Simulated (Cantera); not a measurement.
What does this Cantera script print?

```python
import numpy as np
import cantera as ct

gas_names = [...]  # 130 gases of nasa_gas.yaml made of C, H, Mg, O, S
cond_names = """
    C(gr) C6H6(L) C7H8(L) C8H18(L),n-octa H2O(s) H2O(L) H2SO4(L) Mg(cr) Mg(L) MgCO3(s) MgO(s) MgO(L)
    MgO2H2(s) MgS(s) MgSO4(s) MgSO4(L) S(cr1) S(cr2) S(L)
""".split()


# ... load() reads the species with a 1 bar reference pressure and builds the phases ...
atoms = {
    'MgCO3': {'Mg': 1, 'C': 1, 'O': 3},
    'H2S': {'H': 2, 'S': 1},
    'H2O': {'H': 2, 'O': 1},
}
top_T = {'C(gr)': 4500, 'MgS(s)': 2250}  # K; cautious upper limits of use, not melting points


# ... equilibrate(T, P, feed) seeds the gas with the atoms and calls Mixture.equilibrate('TP', solver="vcs", rtol=1e-11, max_steps=5000) ...
results = []
feed = {'MgCO3': 1, 'H2S': 0.21, 'H2O': 2.8}  # mol
T = 998.15  # K
P = 101325  # Pa
mix = equilibrate(T, P, feed)
results.append((T, P, feed, dict(zip(mix.species_names, mix.species_moles))))
print(gas.report(threshold=0.0001))
for i in range(1, mix.n_phases):
    print(f"{mix.phase(i).name:16s} {mix.phase_moles(i):12.5e} mol")
```

Output:

```
       temperature   998.15 K
          pressure   1.0132e+05 Pa
           density   0.30813 kg/m^3
  mean mol. weight   25.237 kg/kmol
   phase of matter   gas

                          1 kg             1 kmol
                     ---------------   ---------------
          enthalpy       -9.4435e+06       -2.3833e+08  J
   internal energy       -9.7723e+06       -2.4663e+08  J
           entropy            9865.9        2.4899e+05  J/K
    Gibbs function       -1.9291e+07       -4.8685e+08  J
 heat capacity c_p            1767.4             44603  J/K
 heat capacity c_v            1437.9             36289  J/K

                      mass frac. Y      mole frac. X     chem. pot. / RT
                     ---------------   ---------------   ---------------
                CO         0.0022711         0.0020463           -45.093
               COS        0.00085258         0.0003582           -55.358
               CO2           0.42894           0.24598           -77.169
                H2        0.00066624         0.0083403           -22.274
               H2O           0.49473           0.69308           -54.351
               H2S          0.062395          0.046211            -32.54
               SO2         0.0060583         0.0023868           -74.418
                S2         0.0040086         0.0015778           -20.531
     [ +122 minor]        7.7233e-05        2.6302e-05

C(gr)             0.00000e+00 mol
H2SO4(L)          0.00000e+00 mol
Mg(L)             0.00000e+00 mol
MgCO3(s)          0.00000e+00 mol
MgO(s)            1.00000e+00 mol
MgO2H2(s)         0.00000e+00 mol
MgS(s)            0.00000e+00 mol
MgSO4(s)          0.00000e+00 mol
S(L)              0.00000e+00 mol
```

These are equilibrium values from Cantera (NASA tables, ideal gas, pure condensed phases), not measurements of a reactor. Gases not in the tables: S3 to S7.
